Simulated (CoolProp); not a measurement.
Octamethylcyclotetrasiloxane (D4) along the isotherm 145.25 °C: density (kg/m³) from the reference equation and from simpler models built on Tc = 313.4 °C, pc = 1347 kPa, ω = 0.598; each cubic takes its own stable root.

Values from CoolProp's reference Helmholtz-energy equation of state, Thol 2015.

```
p (kPa)   phase  reference
-------  ------  ---------
1350     liquid      811.5
2690     liquid      816.2
4040     liquid      820.7
5390     liquid      825.0
6740     liquid      829.0
8080     liquid      832.9
9430     liquid      836.6
10800    liquid      840.1
12100    liquid      843.4
13500    liquid      846.8
```

Q: How far does each simpler model (van der Waals, Redlich-Kwong, Peng-Robinson) lie from the reference over these 10 states: mean and median of the absolute difference, and the worst?

A: 
- van der Waals: mean 37.4 %, median 36.9 %, worst -41.1 % at 145.25 °C and 1350 kPa
- Redlich-Kwong: mean 12.2 %, median 11.8 %, worst -15.8 % at 145.25 °C and 1350 kPa
- Peng-Robinson: mean 3.9 %, median 4.0 %, worst +4.4 % at 145.25 °C and 13500 kPa
